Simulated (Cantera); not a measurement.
Cantera run:

```python
import numpy as np
import cantera as ct

gas_names = """
    H HNO HNO2 HNO3 HO2 H2 H2O H2O2 N NH NH2 NH3 NH2OH NO NO2 NO3 N2 N2H2 N2H4 N2O O OH O2 O3 Si SiH
    SiH2 SiH3 SiH4 SiN SiO SiO2 Si2 Si2N Si3
""".split()
cond_names = """
    H2O(s) H2O(L) Si(cr) Si(L) SiO2(Lqz) SiO2(hqz) SiO2(L) Si2N2O(s) Si3N4(a)
""".split()


def load(file, names, dense=False):
    # The tables refer to 1 bar. Condensed volumes are neglected.
    table = {s.name: s for s in ct.Species.list_from_file(file)}
    out = []
    for n in names:
        d = dict(table[n].input_data)
        d["thermo"] = dict(d["thermo"], **{"reference-pressure": 1e5})
        if dense:
            d["equation-of-state"] = {"model": "constant-volume", "density": "1e6 g/cm^3"}
        out.append(ct.Species.from_dict(d))
    return out


gas = ct.Solution(thermo="ideal-gas", species=load("nasa_gas.yaml", gas_names))
cond = {s.name: ct.Solution(thermo="fixed-stoichiometry", species=[s], name=s.name)
        for s in load("nasa_condensed.yaml", cond_names, dense=True)}
atoms = {
    'SiH4': {'Si': 1, 'H': 4},
    'O2': {'O': 2},
    'N2': {'N': 2},
}
top_T = {'Si2N2O(s)': 2100, 'Si3N4(a)': 2400}  # K; cautious upper limits of use, not melting points


def equilibrate(T, P, feed):
    n = {}
    for name, mol in feed.items():
        for a, k in atoms[name].items():
            n[a] = n.get(a, 0.0) + k * mol
    gas.TPX = T, P, n
    mass = sum(n.values()) * gas.mean_molecular_weight
    gas.equilibrate("TP")
    valid = [c for c in cond.values() if c.min_temp <= T <= top_T.get(c.name, c.max_temp)]
    mix = ct.Mixture([(gas, mass / gas.mean_molecular_weight)] + [(c, 0.0) for c in valid])
    mix.T, mix.P = T, P
    mix.equilibrate("TP", solver="vcs", rtol=1e-11, max_steps=5000)
    return mix


results = []
T = 1998  # K
P = 133.322  # Pa
for m in [0.072, 0.11, 0.17, 0.27, 0.41, 0.64, 1, 1.5, 2.4, 3.7, 5.8, 9, 14]:
    feed = {'SiH4': 1, 'O2': m, 'N2': 2.5}  # mol
    mix = equilibrate(T, P, feed)
    results.append((T, P, feed, dict(zip(mix.species_names, mix.species_moles))))
    x = sorted(zip(gas.X, gas.species_names), reverse=True)
    print(f"T = {T:g} K  P = {P:g} Pa  n(O2) = {m:g} mol  gas = {mix.phase_moles(0):.4g} mol")
    print("   x: " + "  ".join(f"{s} {v:.3e}" for v, s in x if v > 0.0001))
    print("   condensed (mol): " + ("  ".join(f"{mix.phase(i).name} {mix.phase_moles(i):.4g}"
          for i in range(1, mix.n_phases) if mix.phase_moles(i) > 1e-12) or "none"))
```

Result:

```
T = 1998 K  P = 133.322 Pa  n(O2) = 0.072 mol  gas = 4.871 mol
   x: N2 5.130e-01  H2 3.965e-01  Si 3.190e-02  SiO 2.956e-02  H 2.766e-02  SiH 4.999e-04  Si2 3.291e-04  Si2N 2.871e-04  SiN 2.182e-04
   condensed (mol): Si(L) 0.6899
T = 1998 K  P = 133.322 Pa  n(O2) = 0.11 mol  gas = 4.95 mol
   x: N2 5.048e-01  H2 3.900e-01  SiO 4.444e-02  Si 3.190e-02  H 2.744e-02  SiH 4.958e-04  Si2 3.291e-04  Si2N 2.848e-04  SiN 2.165e-04
   condensed (mol): Si(L) 0.6112
T = 1998 K  P = 133.322 Pa  n(O2) = 0.17 mol  gas = 5.075 mol
   x: N2 4.923e-01  H2 3.802e-01  SiO 6.699e-02  Si 3.190e-02  H 2.709e-02  SiH 4.895e-04  Si2 3.291e-04  Si2N 2.813e-04  SiN 2.138e-04
   condensed (mol): Si(L) 0.4871
T = 1998 K  P = 133.322 Pa  n(O2) = 0.27 mol  gas = 5.283 mol
   x: N2 4.729e-01  H2 3.650e-01  SiO 1.022e-01  Si 3.190e-02  H 2.654e-02  SiH 4.796e-04  Si2 3.291e-04  Si2N 2.757e-04  SiN 2.095e-04
   condensed (mol): Si(L) 0.2801
T = 1998 K  P = 133.322 Pa  n(O2) = 0.41 mol  gas = 5.566 mol
   x: N2 4.490e-01  H2 3.462e-01  SiO 1.473e-01  Si 3.040e-02  H 2.585e-02  SiH 4.451e-04  Si2 2.989e-04  Si2N 2.439e-04  SiN 1.946e-04
   condensed (mol): none
T = 1998 K  P = 133.322 Pa  n(O2) = 0.64 mol  gas = 5.568 mol
   x: N2 4.490e-01  H2 2.973e-01  SiO 1.795e-01  H2O 4.974e-02  H 2.395e-02  OH 3.988e-04  SiO2 1.062e-04
   condensed (mol): none
T = 1998 K  P = 133.322 Pa  n(O2) = 1 mol  gas = 5.167 mol
   x: N2 4.838e-01  H2 2.594e-01  SiO 1.171e-01  H2O 1.160e-01  H 2.238e-02  OH 9.954e-04  SiO2 1.851e-04
   condensed (mol): SiO2(L) 0.394
T = 1998 K  P = 133.322 Pa  n(O2) = 1.5 mol  gas = 4.722 mol
   x: N2 5.294e-01  H2O 2.446e-01  H2 1.686e-01  SiO 3.608e-02  H 1.804e-02  OH 2.604e-03  O 2.038e-04  SiO2 1.851e-04  NO 1.539e-04  O2 1.275e-04
   condensed (mol): SiO2(L) 0.8288
T = 1998 K  P = 133.322 Pa  n(O2) = 2.4 mol  gas = 4.988 mol
   x: N2 4.994e-01  H2O 3.801e-01  O2 7.888e-02  OH 1.619e-02  H2 1.053e-02  O 5.068e-03  H 4.509e-03  NO 3.716e-03  SiO 1.451e-03  SiO2 1.851e-04
   condensed (mol): SiO2(L) 0.9918
T = 1998 K  P = 133.322 Pa  n(O2) = 3.7 mol  gas = 6.297 mol
   x: N2 3.940e-01  H2O 3.018e-01  O2 2.609e-01  OH 1.946e-02  O 9.218e-03  NO 6.004e-03  H2 4.598e-03  H 2.979e-03  SiO 7.977e-04  SiO2 1.851e-04
   condensed (mol): SiO2(L) 0.9938
T = 1998 K  P = 133.322 Pa  n(O2) = 5.8 mol  gas = 8.425 mol
   x: O2 4.391e-01  N2 2.934e-01  H2O 2.241e-01  OH 1.909e-02  O 1.196e-02  NO 6.721e-03  H2 2.632e-03  H 2.254e-03  SiO 6.149e-04  SiO2 1.851e-04
   condensed (mol): SiO2(L) 0.9933
T = 1998 K  P = 133.322 Pa  n(O2) = 9 mol  gas = 11.67 mol
   x: O2 5.869e-01  N2 2.110e-01  H2O 1.602e-01  OH 1.736e-02  O 1.382e-02  NO 6.589e-03  H 1.772e-03  H2 1.628e-03  SiO 5.319e-04  SiO2 1.851e-04
   condensed (mol): SiO2(L) 0.9916
T = 1998 K  P = 133.322 Pa  n(O2) = 14 mol  gas = 16.73 mol
   x: O2 7.040e-01  N2 1.464e-01  H2O 1.103e-01  O 1.514e-02  OH 1.507e-02  NO 6.012e-03  H 1.405e-03  H2 1.023e-03  SiO 4.856e-04  SiO2 1.851e-04
   condensed (mol): SiO2(L) 0.9888
```

Cantera equilibrium calculation (NASA polynomials, part measured and part estimated; ideal gas, pure solids and liquids). The tables' values for SiN, SiO2 are old estimates; treat these amounts as uncertain. The tables hold silica as quartz up to 1696 K and as liquid above; real silica turns to tridymite and cristobalite and melts near 1996 K. Gases not in the tables: Si2H6 and higher silanes.
